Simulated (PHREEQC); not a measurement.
A solution holds 52 mmol/kgw TMAH and 1.1 mmol/kgw H4SiO4, at 25 °C. Closed to the air; pH follows from the charge balance.

Model: ion-association model, phreeqc.dat, run in PHREEQC.

This is a speciation only: nothing precipitates in the calculation.

Q: What pH does the model give?

A: pH 12.61.

Q: In which forms is Si present?

A: H3SiO4- 67 %, H2SiO4-2 32 % of the Si.

Species that the database lacks are ignored. (CH3)4N+ isn't in the database: it is added as a free cation with an ion size of 4 Å.
